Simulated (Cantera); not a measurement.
Mixture: 3.95 % C2H4, 18.5 % O2, 69.6 % N2, 7.91 % CO2, equivalence ratio 0.64, at 19.0 bar, adiabatic and at constant volume. Ignition delay is the time to a rise of 400 K.

Cantera simulation using GRI-Mech 3.0 (53 species, 325 reactions); the numbers are that mechanism's predictions, not measurements. GRI-Mech 3.0 was tuned for natural gas; its chemistry of ethylene as a main component is partial and can be far from experiment. The pressure lies above the range GRI-Mech 3.0 was tuned for (to about 10 atm).

Problem. Predict: delay at 1050 K; delay at 1150 K; delay at 1250 K; delay at 1350 K; apparent activation energy between 1300 and 1400 K.

Solution. 
- delay at 1050 K: 24.4 ms
- delay at 1150 K: 3.71 ms
- delay at 1250 K: 0.430 ms
- delay at 1350 K: 58.4 µs
- apparent activation energy between 1300 and 1400 K: 280 kJ/mol
